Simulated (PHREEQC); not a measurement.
A solution holds 0.019 mol NH4HSO4, 0.0067 mol (NH4)2CO3 and 0.0092 mol Na2CO3 per kg of water, at 25 °C. Closed to the air; pH follows from the charge balance.

Equilibrium calculation in PHREEQC: ion-association model, phreeqc.dat.

**Question.** The ionic strength comes out as 0.0634 mol/kgw. What activity coefficients do Na+, HCO3-, CO3-2, NaSO4-, NH4+ get?

**Answer.** Na+ 0.81, HCO3- 0.81, CO3-2 0.44, NaSO4- 0.81, NH4+ 0.78.

No solid was allowed to form. Carbamate, which ammonia and carbonate form, is missing from the database.
